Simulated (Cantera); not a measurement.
A perfectly stirred reactor is fed with 13.7 % CH4, 86.3 % H2, at 0.0132 atm; it is held at 1800 K, and followed from long to short residence time.

Computed with Cantera and GRI-Mech 3.0 (53 species, 325 reactions). GRI-Mech 3.0 stops at C3 and has no aromatics, soot or wall deposition, so with more carbon than oxygen in the feed, carbon stays in small species such as C2H2 where larger ones or solid carbon would form. Radical loss at walls, strong at low pressure, is not modelled.

x: mole fraction; the columns are a selection and need not sum to one.

```tsv
τ (s)	x CH4	x H2	x C2H6	x H	x C2H	x CH3
1.4	0.0190	0.927	1.59e-6	0.00211	?	0.000869
0.56	0.0315	0.920	3.83e-6	0.00189	?	0.00130
0.22	0.0505	0.909	8.51e-6	0.00167	?	0.00186
0.085	0.0759	0.894	1.63e-5	0.00146	?	0.00248
0.033	0.103	0.879	2.36e-5	0.00122	?	0.00286
0.013	0.125	0.868	2.07e-5	0.000865	?	0.00248
0.0050	0.135	0.863	6.60e-6	0.000404	8.22e-10	0.00126
```

What belongs in the gaps?


- 1.4, x C2H: 1.02e-6
- 0.56, x C2H: 8.17e-7
- 0.22, x C2H: 5.92e-7
- 0.085, x C2H: 3.59e-7
- 0.033, x C2H: 1.53e-7
- 0.013, x C2H: 2.89e-8
